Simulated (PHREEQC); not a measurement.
Solution (25 °C): 0.01 mol BaCl2, 0.0013 mol CO2 and 0.0024 mol NaCl per kg of water. Closed to the air; pH follows from the charge balance.

Equilibrium calculation in PHREEQC: Pitzer model, pitzer.dat.

```
Item                           Value
--------------------  --------------
pH                              4.62
ionic strength        0.0324 mol/kgw
specific conductance      2640 µS/cm
osmotic coefficient            0.909
```

| species | molality | activity | log γ |
|---|---|---|---|
| Cl- | 0.0224 | 0.0189 | -0.075 |
| Ba+2 | 0.0100 | 0.00506 | -0.296 |
| Na+ | 0.00240 | 0.00201 | -0.076 |
| CO2 | 0.00127 | 0.00127 | 0.000 |
| H+ | 2.87e-5 | 2.42e-5 | -0.075 |
| HCO3- | 2.87e-5 | 2.39e-5 | -0.079 |

No solid was allowed to form.
